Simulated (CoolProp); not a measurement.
CH2F2 (R32) at 177.75 K and 0.00435 MPa is throttled through a valve to 0.000702 MPa with no heat exchange. Each further row changes one setting.

Model: reference Helmholtz-energy equation of state, Tillner-Roth 1997, in CoolProp.

```csv
case,temperature change (K),final density (kg/m³)
as stated,-0.9,0.0249
outlet pressure 0.000211 MPa,-1.0,0.00747
outlet pressure 0.000913 MPa,-0.8,0.0323
```
